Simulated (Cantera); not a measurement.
Charge: 1 mol C, 16 mol H2, at 1075 K and 4.40 bar.

Equilibrium computed with Cantera from the NASA thermochemical tables; the gas is ideal and each condensed phase is pure. Candidate condensed phases: C, C6H6, C7H8, C8H18; 76 gas species. Kinetics and transport are ignored.

Question: What is the equilibrium state?

Answer: 
```
Quantity                                   Result
--------------------------------------  ---------
x(H2)                                       0.933
x(CH4)                                     0.0667
x(C2H6)                                   1.55e-6
gas amount                              15.00 mol
log10 activity of C(graphite) (absent)      -0.41
```
